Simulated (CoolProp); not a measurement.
Computed with CoolProp (reference Helmholtz-energy equation of state, de Reuck 1990).

Task: Give the vapour pressure (bar), vapour density (kg/m³), enthalpy of vaporisation (kJ/kg) of saturated fluorine at 111.4 K.

Result: 
| T (K) | p (bar) | vapour density (kg/m³) | enthalpy of vaporisation (kJ/kg) |
|---|---|---|---|
| 111.4 | 9.75 | 47.4 | 143 |
